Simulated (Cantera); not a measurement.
**Reactions in the system C-H-O-Ta**

Cantera with NASA thermochemical tables; ideal gases at 1 bar, condensed phases pure. Values are per mole of reaction as written; species without (g) are pure solids or liquids, kept so even where they would boil at 1 bar. TaC: taken at fixed stoichiometry.

C2H6(g) + TaO2(g) ⇌ TaC + 2 OH(g) + CH4(g)

```csv
T (K),ΔH° (kJ),ΔS° (J/K),ΔG° (kJ),log10 K
2248,169.7,119.1,-98.0,2.28
2273,170.1,119.3,-101.0,2.32
2298,170.5,119.5,-104.0,2.36
2323,170.9,119.6,-107.0,2.41
2348,171.3,119.8,-110.0,2.45
2373,171.7,120.0,-113.0,2.49
2398,172.2,120.2,-116.0,2.53
2423,172.6,120.3,-119.0,2.57
2448,173.0,120.5,-122.0,2.60
```
